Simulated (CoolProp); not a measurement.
The numbers come from the reference Helmholtz-energy equation of state, Thol 2015 in CoolProp.

### Question
Give the vapour pressure (MPa), liquid density (kg/m³), vapour density (kg/m³), liquid cp (kJ/(kg K)) of saturated octamethylcyclotetrasiloxane (D4) at 414.6, 439.4 K.

### Answer
```tsv
T (K)	p (MPa)	liquid density (kg/m³)	vapour density (kg/m³)	liquid cp (kJ/(kg K))
414.6	0.0386	811	3.45	1.91
439.4	0.0791	779	6.86	1.97
```
